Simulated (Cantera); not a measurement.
Feed: 1 mol (CH3)2SiCl2, 1.6 mol HCl, 14 mol H2, at 1873 K and 0.0280 bar.

Equilibrium computed with Cantera from the NASA thermochemical tables; the gas is ideal and each condensed phase is pure. Candidate condensed phases: C, C6H6, C7H8, C8H18, Si, SiC; 109 gas species. The feed counts by its element totals alone. The tables' values for SiCl3, SiCl are old estimates; treat these amounts as uncertain. Rates play no part.

Base state: H2 0.817, HCl 0.176, SiCl2 0.00351, H 0.00349, Cl 0.000568, C2H2 (acetylene) 0.000255, SiCl3 4.24e-5, SiCl 1.94e-5 (mole fractions); condensed: C(graphite) + SiC(s).

Question: What changes in the equilibrium state with this change: temperature from 1873 K to 1325 K?

Answer: 
```csv
species,before,after
H2,0.817,0.817
HCl,0.176,0.182
SiCl2,0.00351,0.000372
H,0.00349,8.84e-6
SiCl,1.94e-5,1.50e-9
Si,1.05e-5,<1e-9
C2H2 (acetylene),0.000255,6.96e-7
Cl,0.000568,1.65e-6
"C(graphite), mol",1.06,1.01
"SiC(s), mol",0.930,0.986
```
The tables' values for SiCl3 are old estimates; treat these amounts as uncertain.
